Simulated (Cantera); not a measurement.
A closed system holds: 1 mol CaCO3, 0.57 mol H2, 0.14 mol H2O, equilibrated at 673 K and 1 atm.

Cantera equilibrium calculation (NASA polynomials, part measured and part estimated; ideal gas, pure solids and liquids). Candidate condensed phases: C, C6H6, C7H8, C8H18, Ca, CaCO3, CaO, Ca(OH)2, H2O; 115 gas species. Rates play no part.

Base state: H2 0.696, H2O 0.259, CH4 0.0445 (mole fractions); condensed: CaCO3(calcite) + Ca(OH)2(s).

Q: What changes in the equilibrium state with this change: pressure from 1 atm to 8.00 bar?

A: 
```tsv
species	before	after
H2O	0.259	0.435
H2	0.696	0.395
CH4	0.0445	0.171
CO2	9.14e-6	1.53e-5
CaCO3(calcite), mol	0.971	0.910
Ca(OH)2(s), mol	0.0290	0.0903
```

Q: What changes in the equilibrium state with this change: H2O from 0.14 to 0.015 mol?

A: 
| species | before | after |
|---|---|---|
| H2 | 0.696 | 0.749 |
| H2O | 0.259 | 0.141 |
| CH4 | 0.0445 | 0.110 |
| CaCO3(calcite), mol | 0.971 | 0.947 |
| Ca(OH)2(s), mol | 0.0290 | 0.0526 |

Q: What changes in the equilibrium state with this change: temperature from 673 K to 1775 K?

A: 
```csv
species,before,after
H2O,0.259,0.342
CO2,9.14e-6,0.325
CO,2.01e-6,0.260
H2,0.696,0.0734
CH4,0.0445,<1e-9
H,<1e-9,7.79e-5
OH,<1e-9,2.26e-5
"CaCO3(calcite), mol",0.971,0
"Ca(OH)2(s), mol",0.0290,0
"CaO(s), mol",0,1.000
```
